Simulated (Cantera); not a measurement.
Cantera run:

```python
import numpy as np
import cantera as ct

gas_names = [...]  # 113 gases of nasa_gas.yaml made of C, Cu, H, O
cond_names = """
    C(gr) C6H6(L) C7H8(L) C8H18(L),n-octa Cu(cr) Cu(L) CuO(s) CuO2H2(s) Cu2O(s) Cu2O(L) H2O(s) H2O(L)
""".split()


# ... load() reads the species with a 1 bar reference pressure and builds the phases ...
atoms = {
    'Cu': {'Cu': 1},
    'H2O': {'H': 2, 'O': 1},
    'CO': {'C': 1, 'O': 1},
}
top_T = {'C(gr)': 4500, 'CuO(s)': 1390}  # K; cautious upper limits of use, not melting points


# ... equilibrate(T, P, feed) seeds the gas with the atoms and calls Mixture.equilibrate('TP', solver="vcs", rtol=1e-11, max_steps=5000) ...
results = []
feed = {'Cu': 1, 'H2O': 0.27, 'CO': 4.3}  # mol
P = 133.322  # Pa
for T in [1123, 1173, 1223, 1273, 1323, 1373, 1423]:
    mix = equilibrate(T, P, feed)
    results.append((T, P, feed, dict(zip(mix.species_names, mix.species_moles))))

top = {s: max(r[3][s] / sum(r[3][g] for g in gas_names) for r in results) for s in gas_names}
cols = sorted((s for s in top if top[s] > 1e-06), key=lambda s: -top[s])[:9]
seen = [c for c in cond_names if any(r[3].get(c, 0) > 1e-12 for r in results)]
print("log10 of partial pressures in bar; condensed amounts in mol")
print(f"{'T/K':>10s}" + "".join(f"{s[:9]:>10s}" for s in cols + seen))
for T, P, feed, n in results:
    ng = sum(n[g] for g in gas_names)
    print(f"{T:10.4g}" + "".join(f"{np.log10(max(n[s] / ng * P / 1e5, 1e-99)):10.3f}" for s in cols)
          + "".join(f"{n.get(c, 0):10.4g}" for c in seen))
```

Result:

```
log10 of partial pressures in bar; condensed amounts in mol
       T/K        CO       CO2        H2       H2O        Cu         H    Cu(cr)     Cu(L)
      1123    -2.928    -4.132    -4.132    -5.298    -8.902    -9.437         1         0
      1173    -2.928    -4.137    -4.137    -5.241    -8.243    -8.997         1         0
      1223    -2.927    -4.141    -4.141    -5.190    -7.639    -8.592    0.9999         0
      1273    -2.927    -4.145    -4.145    -5.144    -7.084    -8.219    0.9997         0
      1323    -2.927    -4.149    -4.150    -5.104    -6.571    -7.875    0.9991         0
      1373    -2.927    -4.154    -4.154    -5.067    -6.102    -7.555         0    0.9973
      1423    -2.927    -4.159    -4.159    -5.035    -5.679    -7.257         0    0.9928
```

These are equilibrium values from Cantera (NASA tables, ideal gas, pure condensed phases), not measurements of a reactor.
